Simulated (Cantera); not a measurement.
An isothermal, constant-pressure homogeneous reactor starts with 4.29 % H₂, 3.30 % O₂, 92.4 % N₂, equivalence ratio 0.65, at 1023 K and 0.132 atm.

Detailed kinetics in Cantera: GRI-Mech 3.0 (53 species, 325 reactions). Radical loss at walls, strong at low pressure, is not modelled. The temperature is held fixed by assumption; the heat of reaction is taken as removed at once.

x: mole fraction; the columns are a selection and need not sum to one.

| t (s) | x H₂ | x O₂ | x NO₂ | x O | x N₂O | x H₂O₂ |
|---|---|---|---|---|---|---|
| 1.00e-6 | 0.0429 | 0.0330 | <1e-12 | <1e-12 | <1e-12 | <1e-12 |
| 5.09e-6 | 0.0429 | 0.0330 | <1e-12 | <1e-12 | <1e-12 | <1e-12 |
| 2.60e-5 | 0.0429 | 0.0330 | <1e-12 | <1e-12 | <1e-12 | <1e-12 |
| 0.000132 | 0.0429 | 0.0330 | <1e-12 | 3.89e-12 | <1e-12 | <1e-12 |
| 0.000674 | 0.0429 | 0.0330 | <1e-12 | 1.08e-10 | <1e-12 | <1e-12 |
| 0.00343 | 0.0428 | 0.0329 | <1e-12 | [?] | 7.71e-12 | 8.81e-9 |
| 0.0175 | 0.000774 | 0.0122 | 1.08e-10 | [?] | 1.20e-8 | 1.81e-7 |
| 0.0891 | 2.33e-5 | 0.0118 | 5.77e-9 | [?] | 1.77e-8 | 9.46e-8 |
| 0.454 | 7.97e-7 | 0.0118 | 1.97e-8 | [?] | 1.88e-8 | 1.15e-8 |
| 2.31 | 5.19e-8 | 0.0118 | 1.47e-8 | [?] | 1.92e-8 | 1.45e-9 |
| 11.8 | 6.85e-9 | 0.0118 | 6.62e-9 | [?] | 1.92e-8 | 2.41e-10 |
| 60.0 | 1.21e-9 | 0.0118 | 3.36e-9 | 6.71e-10 | 1.85e-8 | 4.59e-11 |

Task: Fill in the missing entries.

Result: 
- 0.00343, x O: 1.11e-5
- 0.0175, x O: 0.000258
- 0.0891, x O: 5.50e-6
- 0.454, x O: 2.43e-7
- 2.31, x O: 2.38e-8
- 11.8, x O: 3.64e-9
